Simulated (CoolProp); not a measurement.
c-C4F8 (RC318) along the isobar 621 kPa: fugacity coefficient from the reference equation and from simpler models built on Tc = 115.2 °C, pc = 2778 kPa, ω = 0.355; each cubic takes its own stable root.

Model: reference Helmholtz-energy equation of state, Platzer 1990, in CoolProp. This equation is an older, rougher fit.

| T (°C) | phase | reference |
|---|---|---|
| 66.15 | gas | 0.8837 |
| 79.55 | gas | 0.8982 |
| 92.95 | gas | 0.9104 |
| 106.35 | gas | 0.9209 |
| 119.75 | gas | 0.9299 |
| 133.15 | gas | 0.9377 |
| 146.45 | gas | 0.9444 |
| 159.85 | gas | 0.9504 |
| 173.25 | gas | 0.9557 |
| 186.65 | gas | 0.9603 |
| 200.05 | gas | 0.9644 |
| 213.45 | gas | 0.9681 |
| 226.85 | gas | 0.9714 |

**Question.** How far does each simpler model (van der Waals, Redlich-Kwong, Peng-Robinson) lie from the reference over these 13 states: mean and median of the absolute difference, and the worst?

**Answer.** 
- van der Waals: mean 0.8 %, median 0.6 %, worst +2.8 % at 66.15 °C and 621 kPa
- Redlich-Kwong: mean 0.5 %, median 0.5 %, worst -0.7 % at 226.85 °C and 621 kPa
- Peng-Robinson: mean 0.9 %, median 0.9 %, worst -1.2 % at 66.15 °C and 621 kPa
